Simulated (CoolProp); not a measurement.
Vapour-liquid equilibrium of benzene (1) + n-octane (2) at 305.7 K; x and y are mole fractions of (1).

Values from CoolProp's multi-fluid Helmholtz-energy mixture model, Thol 2012 and Beckmüller 2019; pair parameters Bell 2016.

**Question.** Give the bubble pressure and the first vapour's composition at x = 0.05, 0.5, 0.95. Is there an azeotrope?

**Answer.** x = 0.05: 0.003899 MPa, y = 0.309; x = 0.5: 0.01186 MPa, y = 0.869; x = 0.95: 0.01718 MPa, y = 0.986. No azeotrope shows between x = 0.05 and 0.95.

Pair parameters are fitted to limited data, so mixtures are less certain than the pure fluids.
